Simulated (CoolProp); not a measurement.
The fluid at 293.15 K and 18.5 MPa flows at 3.4 m/s in a round tube of 50 mm bore and 45 µm roughness, fully developed (64/Re and Nu = 3.66 if laminar; Colebrook and Gnielinski if turbulent). The same conditions are run with several fluids, on thermodynamics alone (safety and materials aside).

The numbers come from the reference Helmholtz-energy equation of state of each fluid (carbon dioxide: Span 1996; R227EA: Lemmon 2016; R410A: Lemmon 2003; toluene: Lemmon 2006; R404A: Lemmon 2003) in CoolProp. Blends and air are pseudo-pure fits.

```tsv
fluid	Reynolds number	Darcy friction factor	pressure drop (Pa/m)	heat-transfer coefficient (W/(m² K))	mass flow (kg/h)
carbon dioxide	1580000	0.0194	2080	12000	22300
R227EA	720000	0.0196	3400	5850	36100
R410A	1180000	0.0194	2650	9530	28300
toluene	220000	0.0205	2090	4270	21200
R404A	1030000	0.0195	2640	7410	28200
```

Transport values come from each fluid's own correlations; those of R227EA are estimates that may be off by 10 % or more.
